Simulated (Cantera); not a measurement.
Input (Python, Cantera):

```python
import numpy as np
import cantera as ct

gas = ct.Solution("gri30.yaml")


def delay(T, t_max=10):
    gas.TPX = T, 500000, {'CH4': 1, 'O2': 4, 'N2': 19.6}
    reactor = ct.IdealGasConstPressureReactor(gas, clone=False)
    net = ct.ReactorNet([reactor])
    net.rtol, net.atol = 1e-8, 1e-16
    while net.time < t_max:
        t_old, T_old = net.time, reactor.T
        net.step()
        if reactor.T > T + 400:  # ignition: a rise of 400 K
            return t_old + (T + 400 - T_old) / (reactor.T - T_old) * (net.time - t_old)
    return np.nan


taus = []
for T in [1200, 1275, 1350, 1425, 1500, 1575, 1650, 1725]:
    taus.append(delay(T))
    print(f"T0 = {T:6g} K   tau = {taus[-1]:.4e} s")
```

Output:

```
T0 =   1200 K   tau = 9.0761e-03 s
T0 =   1275 K   tau = 3.5776e-03 s
T0 =   1350 K   tau = 1.5078e-03 s
T0 =   1425 K   tau = 6.7647e-04 s
T0 =   1500 K   tau = 3.2279e-04 s
T0 =   1575 K   tau = 1.6407e-04 s
T0 =   1650 K   tau = 8.8945e-05 s
T0 =   1725 K   tau = 5.1341e-05 s
```

Cantera simulation using GRI-Mech 3.0 (53 species, 325 reactions); the numbers are that mechanism's predictions, not measurements.
